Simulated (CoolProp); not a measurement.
Vapour-liquid equilibrium of R113 (1) + n-heptane (2) at 0.57 MPa; x and y are mole fractions of (1).

The numbers come from the multi-fluid Helmholtz-energy mixture model, Marx 1992 and Span 2003; pair parameters Bell 2016 in CoolProp.

Q: Give the bubble temperature and the first vapour's composition at x = 0.15, 0.25, 0.85. Is there an azeotrope?

A: x = 0.15: 155.4 °C, y = 0.338; x = 0.25: 147.0 °C, y = 0.497; x = 0.85: 116.7 °C, y = 0.936. No azeotrope shows between x = 0.05 and 0.95.

Pair parameters are fitted to limited data, so mixtures are less certain than the pure fluids.
